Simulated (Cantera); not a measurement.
## Ignition delay

Mixture: 10.6 % CH3OH, 18.7 % O2, 70.6 % N2, at 0.987 atm, adiabatic and at constant volume. Ignition delay is the time to a rise of 400 K.

Detailed kinetics in Cantera: GRI-Mech 3.0 (53 species, 325 reactions). GRI-Mech 3.0 was tuned for natural gas; its chemistry of methanol as a main component is partial and can be far from experiment.

```json
[
 {"T0 (K)": "1048", "delay (ms)": "175"},
 {"T0 (K)": "1148", "delay (ms)": "23.8"},
 {"T0 (K)": "1248", "delay (ms)": "4.52"},
 {"T0 (K)": "1348", "delay (ms)": "1.13"},
 {"T0 (K)": "1448", "delay (ms)": "0.359"},
 {"T0 (K)": "1548", "delay (ms)": "0.138"}
]
```

| Property | Result |
|---|---|
| apparent activation energy between 1348 and 1548 K | 180 kJ/mol |
